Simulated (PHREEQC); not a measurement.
Consider water at 25 °C with 7.1 mmol/kgw CuSO4, 1.1 mmol/kgw HBF4 and 55 mmol/kgw Na2SO4. It is in equilibrium with CO2 at log p = -3.4 (atm). Otherwise closed; pH follows from the charge balance.

Model: ion-association model, phreeqc.dat, run in PHREEQC.

Precipitation was switched off in this run.

Task: Order these F species by the share of F that they hold, largest first: BF3OH-, F-, BF2(OH)2-, HF, BF4-.

Result: F- (42 %), HF (30 %), BF4- (19 %), BF3OH- (3.8 %), BF2(OH)2- (2.5 %)

The pH is 3.16 and the ionic strength 0.162 mol/kgw. Real BF4- forms and hydrolyses slowly; the run takes it at equilibrium.
